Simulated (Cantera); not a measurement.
An isothermal, constant-pressure homogeneous reactor starts with N₂O : N₂ = 1 : 0.16 (molar parts), at 1100 K and 20.0 Torr. Integrator tolerance rtol = 1e-08.

Model: GRI-Mech 3.0 (53 species, 325 reactions), integrated in Cantera. GRI-Mech 3.0 was tuned for natural gas; its chemistry of N2O as a main component is partial and can be far from experiment. Radical loss at walls, strong at low pressure, is not modelled. The mechanism lacks the step 2 NO + O2 → 2 NO2, which can matter for NO2 below about 1400 K. The temperature is held fixed by assumption; the heat of reaction is taken as removed at once.

**Question.** What does this change do: temperature 1100 to 1375 K?

**Answer.** 
```json
[
 {"quantity": "x(N₂O) at 3.00 s", "before": "0.854 (gas-phase equilibrium 1.11e-9)", "after": "0.285 (gas-phase equilibrium 7.01e-9)"},
 {"quantity": "x(NO₂) at 3.00 s", "before": "5.75e-8 (gas-phase equilibrium 5.37e-7)", "after": "2.28e-5 (gas-phase equilibrium 1.13e-6)"},
 {"quantity": "x(O₂) at 3.00 s", "before": "0.00248 (gas-phase equilibrium 0.301)", "after": "0.165 (gas-phase equilibrium 0.301)"},
 {"quantity": "x(NO) at 3.00 s", "before": "0.000363 (gas-phase equilibrium 9.64e-5)", "after": "0.0743 (gas-phase equilibrium 0.000711)"},
 {"quantity": "x(O) at 3.00 s", "before": "3.32e-7 (gas-phase equilibrium 8.44e-9)", "after": "1.90e-5 (gas-phase equilibrium 2.15e-6)"},
 {"quantity": "x(N₂) at 3.00 s", "before": "0.143 (gas-phase equilibrium 0.699)", "after": "0.476 (gas-phase equilibrium 0.698)"}
]
```
